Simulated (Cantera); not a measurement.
Si + H2O + H2 + O2 (thermal oxidation and active oxidation of silicon)

A closed system holds: 1 mol Si, 0.0024 mol H2O, 1.9 mol H2, 0.077 mol O2, equilibrated at 1.80 Torr.

Cantera equilibrium calculation (NASA polynomials, part measured and part estimated; ideal gas, pure solids and liquids). Candidate condensed phases: H2O, Si, SiO2; 18 gas species. Mutual solubility and eutectic melting of coexisting phases are not modelled. The tables hold silica as quartz up to 1696 K and as liquid above; real silica turns to tridymite and cristobalite and melts near 1996 K. Gases not in the tables: Si2H6 and higher silanes. The numbers say what is thermodynamically allowed, not how fast it happens.

| T (°C) | x H2 | x SiO | x H | x Si | x SiH | x Si2 | n Si(s) | n SiO2(β-quartz) | n Si(l) |
|---|---|---|---|---|---|---|---|---|---|
| 627 | 1.00 | 2.08e-9 | 2.39e-9 | <1e-12 | <1e-12 | <1e-12 | 0.922 | 0.0782 | 0 |
| 727 | 1.00 | 2.17e-7 | 4.63e-8 | <1e-12 | <1e-12 | <1e-12 | 0.922 | 0.0782 | 0 |
| 827 | 1.000 | 9.60e-6 | 5.28e-7 | 9.85e-12 | 1.46e-11 | <1e-12 | 0.922 | 0.0782 | 0 |
| 927 | 1.000 | 0.000223 | 4.03e-6 | 5.78e-10 | 4.25e-10 | <1e-12 | 0.922 | 0.0780 | 0 |
| 1027 | 0.997 | 0.00317 | 2.25e-5 | 1.80e-8 | 7.32e-9 | 4.41e-12 | 0.919 | 0.0752 | 0 |
| 1127 | 0.969 | 0.0306 | 9.78e-5 | 3.43e-7 | 8.26e-8 | 2.04e-10 | 0.892 | 0.0482 | 0 |
| 1227 | 0.924 | 0.0760 | 0.000345 | 4.39e-6 | 6.63e-7 | 5.61e-9 | 0.844 | 0 | 0 |
| 1327 | 0.923 | 0.0759 | 0.00107 | 4.06e-5 | 4.17e-6 | 1.01e-7 | 0.843 | 0 | 0 |
| 1427 | 0.921 | 0.0758 | 0.00289 | 0.000283 | 2.06e-5 | 1.24e-6 | 0 | 0 | 0.843 |
| 1527 | 0.916 | 0.0756 | 0.00699 | 0.00132 | 7.08e-5 | 8.00e-6 | 0 | 0 | 0.841 |
| 1627 | 0.904 | 0.0750 | 0.0154 | 0.00525 | 0.000212 | 4.22e-5 | 0 | 0 | 0.832 |
| 1727 | 0.877 | 0.0734 | 0.0311 | 0.0181 | 0.000565 | 0.000188 | 0 | 0 | 0.802 |
| 1827 | 0.815 | 0.0694 | 0.0574 | 0.0556 | 0.00133 | 0.000724 | 0 | 0 | 0.711 |
x: gas mole fraction; n: condensed amount in mol.

From 627 °C to 1127 °C the condensed part is Si(s) + SiO2(β-quartz). From 1227 °C to 1327 °C the condensed part is Si(s). From 1427 °C to 1827 °C the condensed part is Si(l).
